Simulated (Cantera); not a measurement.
Input: 1 mol Si, 1.8 mol HBr, 35 mol N₂, held at 1125 K and 9.20 Pa.

These are equilibrium values from Cantera (NASA tables, ideal gas, pure condensed phases), not measurements of a reactor. Candidate condensed phases: Br₂, Si, Si₃N₄; 28 gas species. N₂ is the only nitrogen source here; it is nearly inert below about 1500 K, so the nitride shown seldom forms there in practice. The tables' values for SiBr₃ are old estimates; treat these amounts as uncertain. Rates play no part.

Base state: N₂ 0.949, HBr 0.0438, H₂ 0.00298, Br 0.00246, SiBr₂ 0.000832, SiBr₄ 0.000417, SiBr₃ 5.76e-5 (mole fractions); condensed: Si₃N₄(s).

Task: What changes in the equilibrium state with this change: temperature from 1125 K to 1525 K?

Result: 
```tsv
species	before	after
N₂	0.949	0.943
H₂	0.00298	0.0194
Br	0.00246	0.0159
HBr	0.0438	0.00982
SiBr₂	0.000832	0.0115
Si	<1e-9	0.000189
SiBr	1.79e-9	0.000303
SiBr₄	0.000417	2.02e-8
H	2.53e-7	0.000344
Si₃N₄(s), mol	0.318	0.187
```
The tables' values for SiBr are old estimates; treat these amounts as uncertain.

Task: What changes in the equilibrium state with this change: HBr from 1.8 to 9.5 mol?

Result: 
```csv
species,before,after
N₂,0.949,0.787
HBr,0.0438,0.184
H₂,0.00298,0.0161
SiBr₄,0.000417,0.00508
SiBr₃,5.76e-5,0.000388
SiBr₂,0.000832,0.00309
Br,0.00246,0.00446
"Si₃N₄(s), mol",0.318,0.208
```

Task: What changes in the equilibrium state with this change: pressure from 9.20 Pa to 0.880 bar?

Result: 
```tsv
species	before	after
N₂	0.949	0.953
HBr	0.0438	0.0402
H₂	0.00298	0.00483
Br	0.00246	1.82e-5
SiBr₄	0.000417	0.00240
SiBr₂	0.000832	9.61e-7
SiBr₃	5.76e-5	4.70e-6
Si₃N₄(s), mol	0.318	0.304
```
